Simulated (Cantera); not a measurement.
**SiCl4 + O3 + N2O (silicon oxide and oxynitride deposition)**

Charge: 1 mol SiCl4, 0.29 mol O3, 7.9 mol N2O, at 1748 K and 0.250 bar.

Method: chemical equilibrium by Gibbs-energy minimisation in Cantera with the NASA 1993 tables (ideal gas, pure condensed phases). Candidate condensed phases: Si, SiO2, Si2N2O, Si3N4; 23 gas species. The tables hold silica as quartz up to 1696 K and as liquid above; real silica turns to tridymite and cristobalite and melts near 1996 K. The numbers say what is thermodynamically allowed, not how fast it happens.

| Property | Value |
|---|---|
| x(N2) | 0.553 |
| x(O2) | 0.236 |
| x(Cl) | 0.133 |
| x(Cl2) | 0.0736 |
| x(NO) | 0.00308 |
| x(ClO) | 0.000605 |
| x(O) | 7.12e-5 |
| x(NO2) | 4.60e-6 |
| n(SiO2(condensed)) | 1.000 mol |
| gas amount | 14.23 mol |
| log10 activity of Si(l) (absent) | -16.69 |
